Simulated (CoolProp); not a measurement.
Propylene along the isotherm 301.85 °C: Z from the reference equation and from simpler models built on Tc = 91.1 °C, pc = 4.555 MPa, ω = 0.146; each cubic takes its own stable root.

Computed with CoolProp (reference Helmholtz-energy equation of state, Lemmon 2013).

| p (MPa) | phase | reference |
|---|---|---|
| 1.04 | gas | 0.9840 |
| 2.07 | gas | 0.9688 |
| 3.11 | gas | 0.9540 |
| 4.14 | gas | 0.9401 |
| 5.18 | supercritical | 0.9268 |
| 6.21 | supercritical | 0.9145 |
| 7.25 | supercritical | 0.9029 |
| 8.28 | supercritical | 0.8924 |
| 9.32 | supercritical | 0.8829 |
| 10.4 | supercritical | 0.8742 |
| 11.4 | supercritical | 0.8673 |

**Question.** How far does each simpler model (van der Waals, Peng-Robinson) lie from the reference over these 11 states: mean and median of the absolute difference, and the worst?

**Answer.** 
- van der Waals: mean 4.1 %, median 4.1 %, worst -7.8 % at 301.85 °C and 11.4 MPa
- Peng-Robinson: mean 0.6 %, median 0.6 %, worst -0.9 % at 301.85 °C and 6.21 MPa
